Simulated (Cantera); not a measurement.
## Catalytic stagnation flow on Pt

A jet of H2 : O2 : N2 = 0.014 : 0.15 : 0.79 (molar parts), equivalence ratio 0.047 at 300 K and 0.260 bar hits a platinum plate 2.4 cm away at a mass flux of 0.14 kg/m²/s; the plate temperature is set and raised in steps from an oxygen-covered start.

Cantera simulation using Deutschmann's 1995 Pt surface mechanism with GRI-Mech 3.0 gas chemistry; the numbers are that mechanism's predictions, not measurements. Catalytic surfaces can have several steady states; this one follows from the mechanism file's or the stated starting coverage.

```
plate T (K)  wall x H2  wall x O2  wall x H2O  wall x OH  θ free Pt   θ O*    θ OH*
-----------  ---------  ---------  ----------  ---------  ---------  -----  -------
700            0.00208      0.144      0.0242      <1e-8     0.0298  0.967  0.00268
750            0.00169      0.143      0.0248      <1e-8     0.0392  0.959  0.00224
800            0.00118      0.143      0.0256      <1e-8     0.0607  0.937  0.00210
850           0.000795      0.143      0.0262      <1e-8     0.0953  0.903  0.00202
900           0.000565      0.142      0.0265    2.53e-8      0.141  0.857  0.00192
950           0.000429      0.142      0.0267    6.83e-8      0.194  0.805  0.00179
```
x: mole fraction at the wall; θ: surface coverage.
